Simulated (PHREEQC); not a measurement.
**Leach liquor**

Dissolve 0.24 mol/kgw H2SO4, 0.058 mol/kgw FeSO4 and 0.001 mol/kgw Fe2(SO4)3 at 25 °C. It is in equilibrium with CO2 at log p = -1 (atm). Otherwise closed; pH follows from the charge balance.

Computed with PHREEQC (ion-association model, phreeqc.dat).

Each row changes one thing in this solution. No solid was allowed to form.

```
case                                                pH  ionic strength (mol/kgw)  HSO4- (mol/kgw)  SO4-2 (mol/kgw)  Fe+2 (mol/kgw)  FeHSO4+ (mol/kgw)  SI of Melanterite (FeSO4:7H2O)  SI of Siderite (FeCO3)
------------------------------------------------  ----  ------------------------  ---------------  ---------------  --------------  -----------------  ------------------------------  ----------------------
as made                                           0.74                     0.379            0.227           0.0412          0.0269             0.0198                           -1.98                   -8.91
Fe2(SO4)3 replaced by KHSO4 at the same molality  0.74                     0.377            0.227           0.0409          0.0269             0.0199                           -1.98                   -8.92
H2SO4 from 0.24 to 0.264 mol/kgw                  0.70                     0.403            0.249           0.0422          0.0263             0.0210                           -2.00                   -9.01
0.0028 mol/kgw (NH4)2CO3 added                    0.75                     0.380            0.225           0.0418          0.0269             0.0197                           -1.98                   -8.90
diluted 10-fold with water                        1.58                    0.0548           0.0164           0.0115         0.00381           0.000354                           -2.83                   -7.85
temperature from 25 to 40 °C                      0.76                     0.360            0.236           0.0319          0.0268             0.0203                           -2.27                   -8.79
temperature from 25 to 60 °C                      0.79                     0.340            0.247           0.0217          0.0273             0.0209                           -2.63                   -8.71
temperature from 25 to 45 °C                      0.77                     0.354            0.239           0.0291          0.0268             0.0204                           -2.36                   -8.76
```

Some of these states are supersaturated (in Hematite (slow to form), Goethite (slow to form), for instance). Constants without temperature data keep their 25 °C values here.
